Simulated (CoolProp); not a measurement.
Methanol at 544.47 K and 8.94 MPa is compressed adiabatically to 18.3 MPa with isentropic efficiency 0.85. Each further row changes one setting.

The numbers come from the reference Helmholtz-energy equation of state, de Reuck 1993 in CoolProp.

```json
[
 {"case": "as stated", "work (kJ/kg)": "73.1", "final temperature (K)": "606.1", "final density (kg/m³)": "?"},
 {"case": "efficiency 1", "work (kJ/kg)": "?", "final temperature (K)": "604.3", "final density (kg/m³)": "207"},
 {"case": "efficiency 0.65", "work (kJ/kg)": "?", "final temperature (K)": "609.8", "final density (kg/m³)": "196"}
]
```

Task: Complete the blanks.

Result: 
- as stated, final density (kg/m³): 203
- efficiency 1, work (kJ/kg): 62.1
- efficiency 0.65, work (kJ/kg): 95.6
